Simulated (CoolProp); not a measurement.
A Linde-Hampson liquefier for ethylene: isothermal reversible compression at 320 K from 1 atm to 10 MPa, throttling to 1 atm, return gas leaving the recuperator 0 K below the feed. Each further row changes one setting.

Values from CoolProp's reference Helmholtz-energy equation of state, Smukala 2000.

```
case                        liquid yield per pass  compression work (kJ/kg of gas)
--------------------------  ---------------------  -------------------------------
as stated                              (withheld)                              386
high pressure 20 MPa                        0.416                       (withheld)
warm-end temperature 350 K                  0.200                       (withheld)
warm-end gap 5 K                            0.312                              386
```

**Question.** What belongs in the gaps?

**Answer.** 
- as stated, liquid yield per pass: 0.320
- high pressure 20 MPa, compression work (kJ/kg of gas): 418
- warm-end temperature 350 K, compression work (kJ/kg of gas): 440
